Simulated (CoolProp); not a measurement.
Vapour pressure (MPa) of cyclopentane: the reference equation beside estimates from Tc = 238.6 °C, pc = 4.583 MPa, ω = 0.202. Clausius-Clapeyron is anchored at 3.85 °C with a constant enthalpy of vaporisation of 29.52 kJ/mol.

Values from CoolProp's reference Helmholtz-energy equation of state, Gedanitz 2015.

```tsv
T (°C)	reference	Lee-Kesler	Clausius-Clapeyron	Redlich-Kwong	Soave-Redlich-Kwong	Peng-Robinson
-9.45	0.008844	0.008348	0.008951	0.01558	0.008507	0.009049
-5.05	0.01109	0.01050	0.01116	0.01934	0.01069	0.01131
-0.55	0.01386	0.01316	0.01389	0.02390	0.01337	0.01408
3.85	0.01709	0.01627	0.01709	0.02916	0.01652	0.01731
8.25	0.02091	0.01998	0.02088	0.03529	0.02026	0.02113
12.75	0.02551	0.02446	0.02546	0.04258	0.02476	0.02572
17.15	0.03078	0.02960	0.03074	0.05080	0.02993	0.03097
21.55	0.03690	0.03559	0.03690	0.06020	0.03594	0.03705
```

Absolute difference from the reference over all 8 rows, mean and median: Lee-Kesler 4.6 and 4.6 %, Clausius-Clapeyron 0.3 and 0.2 %, Redlich-Kwong 69.7 and 69.7 %, Soave-Redlich-Kwong 3.2 and 3.2 %, Peng-Robinson 1.3 and 1.2 %.
